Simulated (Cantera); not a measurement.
Charge: 1 mol H2O, 0.0092 mol SO2, 6.6 mol N2, at 2875 K and 10.0 mbar.

These are equilibrium values from Cantera (NASA tables, ideal gas, pure condensed phases), not measurements of a reactor. Candidate condensed phases: H2O, H2SO4, S; 35 gas species. The numbers say what is thermodynamically allowed, not how fast it happens.

Base state: N2 0.723, H 0.152, O 0.0661, H2 0.0206, OH 0.0144, O2 0.00835, NO 0.00778, H2O 0.00651 (mole fractions); condensed: gas only.

Task: What changes in the equilibrium state with this change: temperature from 2875 K to 1725 K?

Result: 
```
species    before     after
-------  --------  --------
N2          0.723     0.867
H2O       0.00651     0.130
H2         0.0206   0.00143
H           0.152   7.02e-5
O          0.0661   1.37e-5
OH         0.0144  0.000351
S        0.000415   6.25e-9
N         5.11e-5     <1e-9
SO       0.000472   4.22e-6
NO        0.00778  0.000172
O2        0.00835  0.000555
```
